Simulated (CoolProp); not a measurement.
A single-stage vapour-compression cycle with R1224YDZ: evaporating at 291.15 K (dew point), condensing at 336.15 K (bubble point), superheat 5 K, subcooling 8 K, compressor efficiency 0.65, no pressure losses. Each further row changes one setting.

Model: reference Helmholtz-energy equation of state, Akasaka 2023, in CoolProp.

| case | cooling COP | pressure ratio | discharge temperature (K) | refrigerating effect (kJ/kg) | volumetric capacity (kJ/m³) |
|---|---|---|---|---|---|
| as stated | 3.63 | 4.17 | 346.8 | 128 | 930 |
| evaporating temperature 296.15 K | 4.26 | 3.47 | 345.7 | 132 | 1140 |
| condensing temperature 331.15 K | 4.21 | 3.64 | 341.8 | 134 | 974 |
| subcooling 13 K | 3.81 | 4.17 | 346.8 | 134 | 974 |
| superheat 15 K | 3.70 | 4.17 | 357.1 | 136 | 949 |
| compressor efficiency 0.55 | 3.08 | 4.17 | 353.7 | 128 | 930 |
